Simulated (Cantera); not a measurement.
Input (Python, Cantera) and output of one run.

```python
import numpy as np
import cantera as ct

gas_names = """
    N Si
""".split()
cond_names = """
    Si3N4(a)
""".split()


# ... load() reads the species with a 1 bar reference pressure and builds the phases ...
species = {s.name: s for s in load("nasa_gas.yaml", gas_names) + load("nasa_condensed.yaml", cond_names)}
# Each term lists the table entries of one substance; the one whose range holds T is used.
reactions = {
    'Si3N4 = 4 N(g) + 3 Si(g)':
        [(-1, ['Si3N4(a)']), (4, ['N']), (3, ['Si'])],
}


def pick(names, T):
    return next(species[n] for n in names if species[n].thermo.min_temp <= T <= species[n].thermo.max_temp)


results = []
for label, terms in reactions.items():
    print(label)
    print("     T/K   dH/kJ  dS/(J/K)   dG/kJ   log10 K")
    for T in [300, 625, 675, 725, 775, 825]:
        used = [(nu, pick(names, T)) for nu, names in terms]
        dH = sum(nu * s.thermo.h(T) for nu, s in used) / 1e6
        dS = sum(nu * s.thermo.s(T) for nu, s in used) / 1e3
        dG = dH - T * dS / 1e3
        logK = -dG * 1e6 / (ct.gas_constant * T * np.log(10))
        results.append((label, T, dH, dS, dG, logK, [s.name for _, s in used]))
        print(f"{T:8g} {dH:8.1f} {dS:8.1f} {dG:8.1f} {logK:8.2f}")
```

It prints:

```
Si3N4 = 4 N(g) + 3 Si(g)
     T/K   dH/kJ  dS/(J/K)   dG/kJ   log10 K
     300   3985.6   1004.5   3684.2  -641.47
     625   3995.6   1028.7   3352.6  -280.19
     675   3996.2   1029.7   3301.2  -255.46
     725   3996.7   1030.3   3249.7  -234.13
     775   3996.9   1030.6   3198.2  -215.55
     825   3996.9   1030.6   3146.6  -199.22
```

Cantera with NASA thermochemical tables; ideal gases at 1 bar, condensed phases pure. Condensed species are held in their standard states even where they would react or evaporate.
